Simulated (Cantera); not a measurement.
Feed: 1 mol Fe2O3, 1.1 mol C, 0.079 mol CO, at 1700 K and 10.0 mbar.

These are equilibrium values from Cantera (NASA tables, ideal gas, pure condensed phases), not measurements of a reactor. Candidate condensed phases: C, Fe, Fe(CO)5, FeO, Fe2O3, Fe3O4; 15 gas species. Mutual solubility and eutectic melting of coexisting phases are not modelled. The tables' stoichiometric FeO is somewhat more stable than real wüstite, so its field is too wide. FeO: taken at fixed stoichiometry. Kinetics and transport are ignored.

Base state: CO 0.879, CO2 0.121, Fe 0.000629 (mole fractions); condensed: Fe(δ) + FeO(l).

What changes in the equilibrium state with this change: temperature from 1700 K to 2248 K?


```csv
species,before,after
CO,0.879,0.667
Fe,0.000629,0.197
CO2,0.121,0.128
O2,8.88e-9,0.000256
O,4.21e-8,0.000584
"Fe(δ), mol",0.242,0
"FeO(l), mol",1.76,1.70
```
